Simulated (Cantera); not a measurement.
Predominance diagram of Ca at 1300 K against the partial pressures of O₂ and Br₂ (log10, bar). Standard-state values (1 bar) from the NASA 1993 polynomials, evaluated with Cantera. Candidates: Ca(l), CaBr₂(l), CaO(s). Only these pure phases compete in this equilibrium. Not in the tables: oxide halides.

```
log p(Br₂) \ log p(O₂)
        columns: -33, -31.1, -29.1, -27.2, -25.2, -23.3, -21.4, -19.4, -17.5, -15.5, -13.6, -11.6, -9.7, -7.8, -5.8, -3.9, -1.9, 0
      0  A A A A A A A A A A A A A A A A A A
   -2.1  A A A A A A A A A A A A A A A A A B
   -4.2  A A A A A A A A A A A A A A B B B B
   -6.4  A A A A A A A A A A A A B B B B B B
   -8.5  A A A A A A A A A A B B B B B B B B
  -10.6  A A A A A A A A B B B B B B B B B B
  -12.8  A A A A A A B B B B B B B B B B B B
  -14.9  A A A B B B B B B B B B B B B B B B
    -17  A B B B B B B B B B B B B B B B B B
```

A: CaBr₂(l); B: CaO(s).
